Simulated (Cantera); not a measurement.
A perfectly stirred reactor is fed with 2.59 % H₂, 60.2 % O₂, 35.5 % N₂, 1.74 % H₂O, equivalence ratio 0.021, at 20.0 Torr; it is held at 923 K, and followed from long to short residence time.

Cantera simulation using the H2/O2 subset of GRI-Mech 3.0, which has no nitrogen chemistry; the numbers are that mechanism's predictions, not measurements. Radical loss at walls, strong at low pressure, is not modelled. Below about 950 K walls govern HO2 and H2O2 in real vessels.

One state of this run: x H₂ = 0.00363; x O₂ = 0.596; x HO₂ = 1.01e-5; x H = 0.000665; x H₂O₂ = 3.18e-7; x O = 0.00147; x H₂O = 0.0395. x: mole fraction; the columns are a selection and need not sum to one.

Q: Which value of τ (s) does it belong to?
(A) 1.4
(B) 0.11
(C) 0.029
(D) 0.0081

A: C, 0.029
